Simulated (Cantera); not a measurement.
Feed: 1 mol borazine, 0.21 mol H2O, 15 mol H2, equilibrated at 1823.15 K and 0.000120 bar.

Method: chemical equilibrium by Gibbs-energy minimisation in Cantera with the NASA 1993 tables (ideal gas, pure condensed phases). Candidate condensed phases: B, BN, B2O3, B3O3H3, H2O; 39 gas species. The feed counts by its element totals alone. Mutual solubility and eutectic melting of coexisting phases are not modelled. The tables' values for BH2 are old estimates; treat these amounts as uncertain. Rates play no part.

Base state: H2 0.898, N2 0.0541, H 0.0375, HBO 0.00595, BO 0.00432, B2O2 0.000144, BH2 0.000138, B 4.38e-5 (mole fractions); condensed: B(s) + BN(s).

Task: What changes in the equilibrium state with this change: borazine replaced by BF3?

Result: 
```csv
species,before,after
H2,0.898,0.815
HF,0,0.0913
H,0.0375,0.0358
N2,0.0541,0
BF,0,0.0271
BF2,0,0.0125
BOF,0,0.0119
BF3,0,0.00588
BHF2,0,0.000225
B2O,3.87e-5,2.79e-9
B2O2,0.000144,6.04e-8
"B(s), mol",1.93,0
"BN(s), mol",0.859,0
```
The tables' values for BF2 are old estimates; treat these amounts as uncertain.

Task: What changes in the equilibrium state with this change: H2O from 0.21 to 4.1 mol?

Result: 
| species | before | after |
|---|---|---|
| H2 | 0.898 | 0.811 |
| N2 | 0.0541 | 0.0581 |
| H | 0.0375 | 0.0357 |
| HBO | 0.00595 | 0.0277 |
| HBO2 | 2.97e-7 | 0.0211 |
| B2O3 | 5.36e-8 | 0.0196 |
| BO | 0.00432 | 0.0211 |
| BO2 | 1.05e-9 | 7.85e-5 |
| H2O | 1.27e-7 | 0.00175 |
| BH2 | 0.000138 | 3.97e-8 |
| B(s), mol | 1.93 | 0 |
| BN(s), mol | 0.859 | 0 |
